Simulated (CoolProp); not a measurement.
Ammonia at several states: Z from the reference equation and from simpler models built on Tc = 405.6 K, pc = 11.36 MPa, ω = 0.256; each cubic takes its own stable root.

Values from CoolProp's reference Helmholtz-energy equation of state, Gao 2020.

```csv
T (K),p (MPa),phase,reference
374.9,19.7,liquid,0.2170
600.9,0.0322,gas,0.9998
365,0.175,gas,0.9916
358.4,1.03,gas,0.9451
528.3,4.72,gas,0.9412
```

**Question.** How far does each simpler model (Soave-Redlich-Kwong, Peng-Robinson) lie from the reference over these 5 states: mean and median of the absolute difference, and the worst?

**Answer.** 
- Soave-Redlich-Kwong: mean 6.2 %, median 0.7 %, worst +29.5 % at 374.9 K and 19.7 MPa
- Peng-Robinson: mean 3.2 %, median 0.3 %, worst +15.3 % at 374.9 K and 19.7 MPa
